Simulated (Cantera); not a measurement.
A freely propagating, adiabatic, planar premixed flame of CH₄ : CO : O₂ : N₂ : CO₂ = 1 : 0.088 : 1.36 : 4.36 : 1.6 (molar parts), equivalence ratio 1.5, unburnt at 475 K and 1.40 bar; multicomponent+Soret transport, grid criteria slope 0.08 and curve 0.16, no radiation.

Detailed kinetics in Cantera: GRI-Mech 3.0 (53 species, 325 reactions). Burning velocities carry a grid error of a few per cent, more on coarse grids.

Predict: laminar burning velocity; thermal thickness; peak x(OH); peak x(C₂H₂).


```
Property                      Value
------------------------  ---------
laminar burning velocity  6.86 cm/s
thermal thickness           1.91 mm
peak x(OH)                  9.06e-5
peak x(C₂H₂)                0.00177
```
